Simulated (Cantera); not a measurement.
Hydrocarbon pyrolysis for carbon deposition

A perfectly stirred reactor is fed with C2H6 : N2 = 1 : 120 (molar parts), at 1.01 bar; it is held at 1175 K, and followed from long to short residence time.

Computed with Cantera and GRI-Mech 3.0 (53 species, 325 reactions). GRI-Mech 3.0 stops at C3 and has no aromatics, soot or wall deposition, so with more carbon than oxygen in the feed, carbon stays in small species such as C2H2 where larger ones or solid carbon would form.

| τ (s) | x C2H6 | x C2H | x CH2 | x H2 | x C2H4 |
|---|---|---|---|---|---|
| 16 | 7.32e-5 | 1.41e-11 | 3.84e-12 | 0.0124 | 0.00178 |
| 5.7 | 0.000139 | 1.97e-11 | 7.27e-12 | 0.0122 | 0.00212 |
| 2.0 | 0.000278 | 2.54e-11 | 1.44e-11 | 0.0116 | 0.00268 |
| 0.69 | 0.000588 | 2.90e-11 | 3.05e-11 | 0.0104 | 0.00349 |
| 0.24 | 0.00127 | 2.64e-11 | 6.65e-11 | 0.00846 | 0.00429 |
| 0.083 | 0.00272 | 1.69e-11 | 1.39e-10 | 0.00596 | 0.00428 |
| 0.029 | 0.00496 | 7.05e-12 | 2.28e-10 | 0.00326 | 0.00290 |
| 0.010 | 0.00688 | 2.19e-12 | 2.72e-10 | 0.00131 | 0.00128 |
| 0.0035 | 0.00779 | <1e-12 | 2.41e-10 | 0.000442 | 0.000446 |
| 0.0012 | 0.00814 | <1e-12 | 1.37e-10 | 0.000116 | 0.000118 |
x: mole fraction; the columns are a selection and need not sum to one.
